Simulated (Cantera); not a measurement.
Mixture: 37.1 % H₂, 13.2 % O₂, 49.7 % N₂, at 1.90 bar, adiabatic and at constant volume. Ignition delay is the time to a rise of 400 K.

Cantera simulation using the H2/O2 subset of GRI-Mech 3.0, which has no nitrogen chemistry; the numbers are that mechanism's predictions, not measurements.

**Question.** At T0 = 1375 K, what is the delay, and which 8 reactions control it most (d ln τ / d ln k, from doubling and halving each rate constant)?

**Answer.** The delay is 11.0 µs.
```csv
reaction,d ln τ / d ln k,faster rate
H + O2 <=> O + OH,-0.72,shortens it
H2 + O <=> H + OH,-0.13,shortens it
H2 + OH <=> H + H2O,-0.07,shortens it
H + HO2 <=> H2 + O2,-0.06,shortens it
H + O2 + H2O <=> HO2 + H2O,-0.02,shortens it
H + O2 + M <=> HO2 + M,0.02,lengthens it
H + HO2 <=> 2 OH,-0.01,shortens it
H + O2 + N2 <=> HO2 + N2,0.01,lengthens it
```
